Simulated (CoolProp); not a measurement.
1-butene at several states: Z from the reference equation and from simpler models built on Tc = 419.3 K, pc = 4006 kPa, ω = 0.192; each cubic takes its own stable root.

The numbers come from the reference Helmholtz-energy equation of state, Lemmon 2005 in CoolProp. It is a short technical equation, of lower accuracy than the large ones.

| T (K) | p (kPa) | phase | reference | van der Waals | Redlich-Kwong | Soave-Redlich-Kwong |
|---|---|---|---|---|---|---|
| 371 | 3360 | liquid | … | … | … | 0.1416 |
| 420.2 | 4730 | supercritical | 0.2112 | 0.3067 | … | … |
| 482.6 | 111 | gas | 0.9939 | 0.9942 | 0.9937 | 0.9941 |
| 262.6 | 46.3 | gas | 0.9800 | 0.9898 | 0.9855 | 0.9844 |
| 156.1 | 414 | liquid | 0.02404 | … | … | … |

Q: Fill in the missing entries.

A: 
- 371, reference: 0.1253
- 371, van der Waals: 0.1992
- 371, Redlich-Kwong: 0.1465
- 420.2, Redlich-Kwong: 0.2599
- 420.2, Soave-Redlich-Kwong: 0.2606
- 156.1, van der Waals: 0.03968
- 156.1, Redlich-Kwong: 0.02663
- 156.1, Soave-Redlich-Kwong: 0.02653
